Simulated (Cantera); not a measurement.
An isothermal, constant-pressure homogeneous reactor starts with 45.5 % C₂H₆, 54.5 % N₂, at 1748 K and 0.0128 atm.

Detailed kinetics in Cantera: GRI-Mech 3.0 (53 species, 325 reactions). GRI-Mech 3.0 stops at C3 and has no aromatics, soot or wall deposition, so with more carbon than oxygen in the feed, carbon stays in small species such as C2H2 where larger ones or solid carbon would form. Radical loss at walls, strong at low pressure, is not modelled.

One state of this run: x C₂H₆ = 2.77e-5; x HCN = 1.66e-6; x C₂H = 2.19e-6; x H = 0.000570; x CH₃ = 0.00236. x: mole fraction; the columns are a selection and need not sum to one.

Task: Which value of t (s) does it belong to?
A. 0.0379
B. 1.95
C. 0.00528
D. 2.00e-6

Result: A, 0.0379
